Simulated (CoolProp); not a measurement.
n-perfluorobutane along the isotherm 141.65 °C: density (kg/m³) from the reference equation and from simpler models built on Tc = 113.2 °C, pc = 2.322 MPa, ω = 0.372; each cubic takes its own stable root.

Computed with CoolProp (reference Helmholtz-energy equation of state, Gao 2022).

```json
[
 {"p (MPa)": "0.0316", "phase": "gas", "reference": "2.188", "ideal gas": "2.181", "Peng-Robinson": "2.190"},
 {"p (MPa)": "0.072", "phase": "gas", "reference": "5.008", "ideal gas": "4.969", "Peng-Robinson": "5.016"},
 {"p (MPa)": "0.164", "phase": "gas", "reference": "11.52", "ideal gas": "11.32", "Peng-Robinson": "11.56"},
 {"p (MPa)": "0.373", "phase": "gas", "reference": "26.85", "ideal gas": "25.74", "Peng-Robinson": "27.06"},
 {"p (MPa)": "0.848", "phase": "gas", "reference": "64.92", "ideal gas": "58.53", "Peng-Robinson": "66.02"},
 {"p (MPa)": "1.93", "phase": "gas", "reference": "178.6", "ideal gas": "133.2", "Peng-Robinson": "184.2"},
 {"p (MPa)": "4.39", "phase": "supercritical", "reference": "801.4", "ideal gas": "303.0", "Peng-Robinson": "752.4"},
 {"p (MPa)": "10", "phase": "supercritical", "reference": "1129", "ideal gas": "690.2", "Peng-Robinson": "1164"}
]
```
